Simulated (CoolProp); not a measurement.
The numbers come from the reference Helmholtz-energy equation of state, Zhou 2012 in CoolProp.

Q: Give the vapour pressure (bar), enthalpy of vaporisation (kJ/kg), liquid conductivity (mW/(m K)) of saturated o-xylene at 369.7 K.

A: 
```csv
T (K),p (bar),enthalpy of vaporisation (kJ/kg),liquid conductivity (mW/(m K))
369.7,0.235,371,112
```

Thermal conductivity comes from a separate model (Mylona 2014).
